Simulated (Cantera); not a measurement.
Cantera run, input and output.

```python
import numpy as np
import cantera as ct

gas = ct.Solution("gri30.yaml")


def delay(T, t_max=10):
    gas.TPX = T, 1000000, {'CH4': 1, 'CO': 0.066, 'O2': 4.73, 'N2': 17.8}
    reactor = ct.IdealGasConstPressureReactor(gas, clone=False)
    net = ct.ReactorNet([reactor])
    net.rtol, net.atol = 1e-8, 1e-16
    while net.time < t_max:
        t_old, T_old = net.time, reactor.T
        net.step()
        if reactor.T > T + 400:  # ignition: a rise of 400 K
            return t_old + (T + 400 - T_old) / (reactor.T - T_old) * (net.time - t_old)
    return np.nan


taus = []
for T in [1100, 1150, 1200, 1250, 1300, 1350, 1400, 1450, 1500, 1550]:
    taus.append(delay(T))
    print(f"T0 = {T:6g} K   tau = {taus[-1]:.4e} s")
```

Result:

```
T0 =   1100 K   tau = 1.4179e-02 s
T0 =   1150 K   tau = 6.8432e-03 s
T0 =   1200 K   tau = 3.5076e-03 s
T0 =   1250 K   tau = 1.8857e-03 s
T0 =   1300 K   tau = 1.0543e-03 s
T0 =   1350 K   tau = 6.0988e-04 s
T0 =   1400 K   tau = 3.6385e-04 s
T0 =   1450 K   tau = 2.2342e-04 s
T0 =   1500 K   tau = 1.4100e-04 s
T0 =   1550 K   tau = 9.1365e-05 s
```

Computed with Cantera and GRI-Mech 3.0 (53 species, 325 reactions).
